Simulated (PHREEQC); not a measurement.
Solution (25 °C): 0.0019 mol/kgw H2SO4, 0.037 mol/kgw LiCl and 0.00031 mol/kgw MgSO4. Closed to the air; pH follows from the charge balance.

Equilibrium calculation in PHREEQC: ion-association model, phreeqc.dat.

Precipitation was switched off in this run.

### Question
Estimate the pH, specific conductance.

### Answer
pH 2.52; specific conductance 5050 µS/cm.

### Question
In which forms is Mg present?

### Answer
Mg+2 91 %, MgSO4 8.9 % of the Mg.

Complexes and solids missing from the database can't appear.
